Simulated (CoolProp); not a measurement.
Nitrous oxide along the isotherm 141.15 °C: density (kg/m³) from the reference equation and from simpler models built on Tc = 36.4 °C, pc = 7.245 MPa, ω = 0.161; each cubic takes its own stable root.

The numbers come from the reference Helmholtz-energy equation of state, Lemmon 2006 in CoolProp. It is a short technical equation, of lower accuracy than the large ones.

```csv
p (MPa),phase,reference
0.302,gas,3.880
0.604,gas,7.802
0.906,gas,11.77
1.21,gas,15.80
1.51,gas,19.83
1.81,gas,23.91
2.11,gas,28.03
2.41,gas,32.19
2.72,gas,36.55
3.02,gas,40.81
3.32,gas,45.12
3.62,gas,49.48
```

Problem. How far does each simpler model (Redlich-Kwong, Peng-Robinson) lie from the reference over these 12 states: mean and median of the absolute difference, and the worst?

Solution. 
- Redlich-Kwong: mean 0.3 %, median 0.3 %, worst +0.6 % at 141.15 °C and 3.62 MPa
- Peng-Robinson: mean 0.5 %, median 0.5 %, worst +0.9 % at 141.15 °C and 3.62 MPa
